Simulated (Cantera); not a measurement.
## Nitride etching: Si3N4 + HF + N2

Input: 1 mol Si3N4, 1.8 mol HF, 41 mol N2.

Equilibrium computed with Cantera from the NASA thermochemical tables; the gas is ideal and each condensed phase is pure. Candidate condensed phases: Si, Si3N4; 37 gas species. The tables' values for SiF2, SiF3 are old estimates. The numbers say what is thermodynamically allowed, not how fast it happens.

Map the stable condensed phases over T = 502, 577, 652, 727, 802, 877, 952, 1027, 1102, 1177, 1252, 1327, 1402, 1477 °C and P in Pa = 1, 3.6, 13, 46, 170, 600, 2200, 7700, 28000, 100000.


```
T in °C \ P in Pa
              1    3.6     13     46    170    600   2200   7700  28000 100000
   1477       A      B      B      B      B      C      C      C      C      C
   1402       A      B      B      B      C      C      C      C      C      C
   1327       B      B      B      C      C      C      C      C      C      C
   1252       B      B      C      C      C      C      C      C      C      C
   1177       B      C      C      C      C      C      C      C      C      C
   1102       C      C      C      C      C      C      C      C      C      C
   1027       C      C      C      C      C      C      C      C      C      C
    952       C      C      C      C      C      C      C      C      C      C
    877       C      C      C      C      C      C      C      C      C      C
    802       C      C      C      C      C      C      C      C      C      C
    727       C      C      C      C      C      C      C      C      C      C
    652       C      C      C      C      C      C      C      C      C      C
    577       C      C      C      C      C      C      C      C      C      C
    502       C      C      C      C      C      C      C      C      C      C
```
A: gas only; B: Si; C: Si3N4.
